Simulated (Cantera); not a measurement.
A perfectly stirred reactor is fed with 4.02 % CH4, 95.6 % H2, 0.363 % N2, at 100.0 Torr; it is held at 2350 K, and followed from long to short residence time.

Cantera simulation using GRI-Mech 3.0 (53 species, 325 reactions); the numbers are that mechanism's predictions, not measurements. GRI-Mech 3.0 stops at C3 and has no aromatics, soot or wall deposition, so with more carbon than oxygen in the feed, carbon stays in small species such as C2H2 where larger ones or solid carbon would form.

One state of this run: x CH4 = 0.00821; x H2 = 0.955; x HCN = 8.96e-7; x C2H4 = 5.09e-5; x C2H6 = 9.11e-7. x: mole fraction; the columns are a selection and need not sum to one.

### Question
Which value of τ (s) does it belong to?
(A) 0.028
(B) 0.0016
(C) 0.075
(D) 0.20

### Answer
B, 0.0016
